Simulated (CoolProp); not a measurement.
Values from CoolProp's reference Helmholtz-energy equation of state, Schmidt 1985.

**Question.** For oxygen, give the phase and the conductivity (mW/(m K)), fugacity coefficient at 168.6 K and 0.946 MPa; 168.6 K and 1.89 MPa.

**Answer.** 
- 168.6 K and 0.946 MPa: gas; conductivity 16.2, fugacity coefficient 0.952
- 168.6 K and 1.89 MPa: gas; conductivity 17.2, fugacity coefficient 0.905

Thermal conductivity comes from a separate model (Lemmon 2004).
